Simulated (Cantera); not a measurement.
**Reactions in the system C-H-O-Ta**

Cantera with NASA thermochemical tables; ideal gases at 1 bar, condensed phases pure. Values are per mole of reaction as written; species without (g) are pure solids or liquids, kept so even where they would boil at 1 bar. TaC: taken at fixed stoichiometry.

2 CH3(g) + 2 Ta + O3(g) ⇌ 3 H2O(g) + 2 TaC

```
T (K)  ΔH° (kJ)  ΔS° (J/K)  ΔG° (kJ)  log10 K
-----  --------  ---------  --------  -------
1773    -1449.5      -56.4   -1349.5    39.76
1873    -1449.8      -56.6   -1343.9    37.48
1973    -1450.2      -56.8   -1338.2    35.43
2073    -1450.7      -57.0   -1332.5    33.58
2173    -1451.3      -57.3   -1326.8    31.89
2273    -1452.1      -57.6   -1321.1    30.36
```
